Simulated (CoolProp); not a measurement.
Saturation properties of toluene (Tc = 318.6 °C, pc = 4126 kPa, ω = 0.266).

Model: reference Helmholtz-energy equation of state, Lemmon 2006, in CoolProp. It is a short technical equation, of lower accuracy than the large ones.

| T (°C) | p (kPa) | liquid density (kg/m³) | liquid cp (kJ/(kg K)) | surface tension (mN/m) | liquid conductivity (mW/(m K)) |
|---|---|---|---|---|---|
| 12.75 | 1.953 | 873.5 | 1.663 | 29.4 | 134 |
| 21.35 | 3.138 | 865.6 | 1.690 | 28.4 | 131 |
| 30.05 | 4.907 | 857.4 | 1.717 | 27.3 | 129 |
| 38.65 | 7.415 | 849.4 | 1.746 | 26.2 | 127 |
| 47.35 | 10.96 | 841.2 | 1.775 | 25.2 | 124 |
| 55.95 | 15.75 | 833.0 | 1.804 | 24.2 | 122 |
| 64.65 | 22.23 | 824.7 | 1.835 | 23.1 | 119 |
| 73.35 | 30.73 | 816.3 | 1.866 | 22.1 | 117 |
| 81.95 | 41.56 | 807.9 | 1.897 | 21.1 | 115 |
| 90.65 | 55.44 | 799.3 | 1.928 | 20.1 | 112 |
| 99.25 | 72.57 | 790.7 | 1.960 | 19.2 | 110 |
| 107.95 | 93.93 | 781.9 | 1.993 | 18.2 | 108 |

It boils at 110.6 °C under 1 atm.

Thermal conductivity comes from a separate model (Assael 2012). Surface tension comes from a separate correlation (Mulero 2012).
